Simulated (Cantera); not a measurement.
Ammonia decomposition in nitride growth gas

A perfectly stirred reactor is fed with NH₃ : N₂ = 1 : 4.4 (molar parts), at 1350 Torr; it is held at 1850 K, and followed from long to short residence time.

Cantera simulation using the gas-phase N/H chemistry of the illustrative SiF4/NH3 mechanism in the Surface Chemkin manual (1991); the numbers are that mechanism's predictions, not measurements. Walls and surfaces, which speed up NH3 decomposition in real reactors, are not modelled.

| τ (s) | x NH₃ | x NH₂ | x N₂H₂ | x N | x H₂ | x N₂H₄ |
|---|---|---|---|---|---|---|
| 16 | 0.00611 | 1.27e-5 | 2.68e-9 | 5.45e-8 | 0.227 | 5.03e-10 |
| 4.5 | 0.0129 | 2.45e-5 | 9.40e-9 | 8.74e-8 | 0.218 | 1.87e-9 |
| 1.2 | 0.0289 | 4.81e-5 | 3.32e-8 | 1.28e-7 | 0.198 | 7.23e-9 |
| 0.34 | 0.0608 | 8.68e-5 | 9.77e-8 | 1.59e-7 | 0.157 | 2.35e-8 |
| 0.092 | 0.111 | 0.000139 | 2.27e-7 | 1.64e-7 | 0.0937 | 6.04e-8 |
| 0.025 | 0.155 | 0.000185 | 3.62e-7 | 1.23e-7 | 0.0386 | 1.08e-7 |
| 0.0069 | 0.175 | 0.000220 | 4.30e-7 | 5.55e-8 | 0.0123 | 1.51e-7 |
| 0.0019 | 0.182 | 0.000236 | 4.26e-7 | 1.59e-8 | 0.00339 | 1.74e-7 |
| 0.00051 | 0.184 | 0.000213 | 3.21e-7 | 3.93e-9 | 0.000764 | 1.42e-7 |
x: mole fraction; the columns are a selection and need not sum to one.
